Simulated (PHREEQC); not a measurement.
Make-up at 85 °C: 0.0021 mol CuSO4, 0.14 mol HCl and 6.6e-05 mol Na2SO4 per kg of water. Closed to the air; pH follows from the charge balance.

Model: ion-association model, phreeqc.dat, run in PHREEQC.

**Question.** The ionic strength comes out as 0.142 mol/kgw. What activity coefficients do Cl-, H+, SO4-2, HSO4-, Na+ get?

**Answer.** Cl- 0.71, H+ 0.79, SO4-2 0.29, HSO4- 0.73, Na+ 0.74.

This is a speciation only: nothing precipitates in the calculation. Constants without temperature data keep their 25 °C values here.
